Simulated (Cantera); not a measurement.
Cantera run, input and output.

```python
import numpy as np
import cantera as ct

gas = ct.Solution("gri30.yaml")
gas.TPX = 475, 1000000, {'CH4': 1, 'C2H6': 0.83, 'C3H8': 0.56, 'O2': 7.78, 'N2': 29.3, 'H2O': 9}
inlet = ct.Reservoir(gas, clone=True)
gas.equilibrate("HP")  # start burning
reactor = ct.IdealGasConstPressureReactor(gas, energy="on", clone=False)
exhaust = ct.Reservoir(gas, clone=True)
tau = [0.44, 0.15, 0.054, 0.019, 0.0066, 0.0023, 0.00081, 0.00029, 0.0001, 3.5e-05][0]
for a, b in ((inlet, reactor), (reactor, exhaust)):
    ct.MassFlowController(a, b, mdot=lambda t: reactor.mass / tau)
net = ct.ReactorNet([reactor])
show = ['CH4', 'C2H6', 'C3H8', 'H2', 'CO2']

rows = []
print(f"{'tau/s':>10s}{'T/K':>9s}" + "".join(f"{s:>11s}" for s in show))
for tau in [0.44, 0.15, 0.054, 0.019, 0.0066, 0.0023, 0.00081, 0.00029, 0.0001, 3.5e-05]:
    net.initial_time = 0.0
    net.advance(30 * tau)
    before = gas.X
    net.advance(40 * tau)
    drift = np.max(np.abs(gas.X - before) / (gas.X + 1e-9))
    rows.append([gas.T, *gas[show].X, drift])
    print(f"{tau:10.3e}{gas.T:9.1f}" + "".join(f"{x:11.3e}" for x in gas[show].X))
```

Output:

```
     tau/s      T/K        CH4       C2H6       C3H8         H2        CO2
 4.400e-01   2077.4  4.325e-07  1.027e-08  6.037e-09  1.131e-03  8.613e-02
 1.500e-01   2076.1  1.149e-06  2.950e-08  1.744e-08  1.217e-03  8.599e-02
 5.400e-02   2072.8  2.676e-06  7.926e-08  4.721e-08  1.419e-03  8.567e-02
 1.900e-02   2065.8  5.698e-06  2.128e-07  1.282e-07  1.818e-03  8.504e-02
 6.600e-03   2054.0  1.126e-05  5.623e-07  3.431e-07  2.472e-03  8.397e-02
 2.300e-03   2036.0  2.182e-05  1.450e-06  8.924e-07  3.415e-03  8.233e-02
 8.100e-04   2009.8  4.407e-05  3.689e-06  2.264e-06  4.676e-03  7.988e-02
 2.900e-04   1970.5  9.937e-05  9.598e-06  5.785e-06  6.265e-03  7.601e-02
 1.000e-04   1891.3  3.406e-04  3.382e-05  1.937e-05  8.322e-03  6.726e-02
 3.500e-05    475.0  2.063e-02  1.712e-02  1.155e-02 -1.116e-16 -4.360e-16
```

Detailed kinetics in Cantera: GRI-Mech 3.0 (53 species, 325 reactions). GRI-Mech 3.0 was tuned for natural gas; its chemistry of propane as a main component is partial and can be far from experiment.
